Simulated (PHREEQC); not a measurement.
2.2 g of hydrous ferric oxide (600 m²/g; 0.2 weak and 0.005 strong sites per Fe, Dzombak-Morel constants, diffuse double layer) in 1 kg of water with 0.001 mol/kgw of an inert sodium salt and 0.00034 mol Na2HAsO4, at 25 °C; the pH is set by adding NaOH or the inert anion's acid. O2 is buffered at 0.21 atm. CO2 from the air is kept out. Nothing may precipitate in this run.

Base run: PHREEQC, ion-association model, wateq4f.dat. Each further column changes one thing. The table gives surface charge σ (C/m²).

```json
[
 {"pH": "3", "base": "0.260", "0.0044 mol/kgw ZnSO4 added": "0.029"},
 {"pH": "3.75", "base": "0.161", "0.0044 mol/kgw ZnSO4 added": "0.028"},
 {"pH": "4.5", "base": "0.083", "0.0044 mol/kgw ZnSO4 added": "0.026"},
 {"pH": "5.25", "base": "0.039", "0.0044 mol/kgw ZnSO4 added": "0.023"},
 {"pH": "6", "base": "0.017", "0.0044 mol/kgw ZnSO4 added": "0.018"},
 {"pH": "6.75", "base": "0.007", "0.0044 mol/kgw ZnSO4 added": "0.018"},
 {"pH": "7.5", "base": "0.001", "0.0044 mol/kgw ZnSO4 added": "0.023"},
 {"pH": "8.25", "base": "-0.003", "0.0044 mol/kgw ZnSO4 added": "0.029"},
 {"pH": "9", "base": "-0.009", "0.0044 mol/kgw ZnSO4 added": "0.026"}
]
```

The oxide is taken as insoluble; below pH 4 it would dissolve. In at least one series the solution becomes supersaturated in solids that the run did not let form, among them Zn(OH)2-e, Zn4(OH)6SO4. The database has no arsenate complexes of Zn.
